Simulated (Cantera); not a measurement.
**Thermodynamics of halide evaporation, hydrolysis and transport, feed CuF2 + H2 + N2**

Input: 1 mol CuF2, 4.3 mol H2, 0.13 mol N2, at 4.00e-6 bar.

These are equilibrium values from Cantera (NASA tables, ideal gas, pure condensed phases), not measurements of a reactor. Candidate condensed phases: Cu, CuF2; 25 gas species. Rates play no part.

| T (°C) | log p H2 | log p HF | log p Cu | log p H | log p N2 | n Cu(s) |
|---|---|---|---|---|---|---|
| 625 | -5.61 | -5.83 | -12.79 | -12.77 | -7.02 | 1.00 |
| 700 | -5.61 | -5.83 | -11.29 | -11.77 | -7.02 | 1.000 |
| 775 | -5.61 | -5.83 | -10.01 | -10.92 | -7.02 | 1.000 |
| 850 | -5.61 | -5.83 | -8.90 | -10.18 | -7.02 | 0.998 |
| 925 | -5.62 | -5.83 | -7.93 | -9.53 | -7.02 | 0.984 |
| 1000 | -5.62 | -5.84 | -7.08 | -8.96 | -7.03 | 0.885 |
| 1075 | -5.67 | -5.89 | -6.33 | -8.47 | -7.07 | 0.277 |
| 1150 | -5.69 | -5.91 | -6.21 | -8.02 | -7.09 | 0 |
| 1225 | -5.69 | -5.91 | -6.21 | -7.61 | -7.09 | 0 |
| 1300 | -5.70 | -5.91 | -6.21 | -7.24 | -7.10 | 0 |
| 1375 | -5.71 | -5.91 | -6.21 | -6.90 | -7.10 | 0 |
log p: log10 of the partial pressure in bar; n: condensed amount in mol.

From 625 °C to 1075 °C the condensed part is Cu(s). From 1150 °C to 1375 °C nothing is condensed. The main Cu-bearing gas is Cu throughout.
